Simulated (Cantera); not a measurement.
# Equilibrium for silicon carbide growth: SiH2Cl2 + CH4 + H2 + HCl

A closed system holds: 1 mol SiH2Cl2, 0.59 mol CH4, 9.9 mol H2, 0.067 mol HCl, at 1573 K.

Cantera equilibrium calculation (NASA polynomials, part measured and part estimated; ideal gas, pure solids and liquids). Candidate condensed phases: C, C6H6, C7H8, C8H18, Si, SiC; 109 gas species. The tables' values for SiCl3, SiCl are old estimates; treat these amounts as uncertain. Equilibrium is a limit: real reactors are often held back by kinetics, nucleation or transport.

From 0.00100 bar to 1.00 bar the condensed part is SiC(s). The main Si-bearing gas is SiCl2 throughout.

| P (Pa) | x H2 | x HCl | x SiCl2 | x SiCl3 | x SiHCl3 | x SiCl4 | x H | n SiC(s) |
|---|---|---|---|---|---|---|---|---|
| 100 | 0.873 | 0.0947 | 0.0309 | 0.000158 | 2.59e-6 | 2.12e-6 | 0.00120 | 0.590 |
| 270 | 0.873 | 0.0946 | 0.0308 | 0.000258 | 6.97e-6 | 5.69e-6 | 0.000731 | 0.590 |
| 720 | 0.874 | 0.0944 | 0.0307 | 0.000419 | 1.85e-5 | 1.50e-5 | 0.000448 | 0.590 |
| 1900 | 0.874 | 0.0941 | 0.0304 | 0.000672 | 4.81e-5 | 3.90e-5 | 0.000276 | 0.590 |
| 5200 | 0.875 | 0.0935 | 0.0299 | 0.00108 | 0.000128 | 0.000103 | 0.000167 | 0.590 |
| 14000 | 0.876 | 0.0924 | 0.0289 | 0.00170 | 0.000330 | 0.000263 | 0.000102 | 0.590 |
| 37000 | 0.878 | 0.0905 | 0.0271 | 0.00254 | 0.000804 | 0.000625 | 6.26e-5 | 0.590 |
| 100000 | 0.881 | 0.0872 | 0.0241 | 0.00357 | 0.00186 | 0.00139 | 3.82e-5 | 0.590 |
x: gas mole fraction; n: condensed amount in mol.
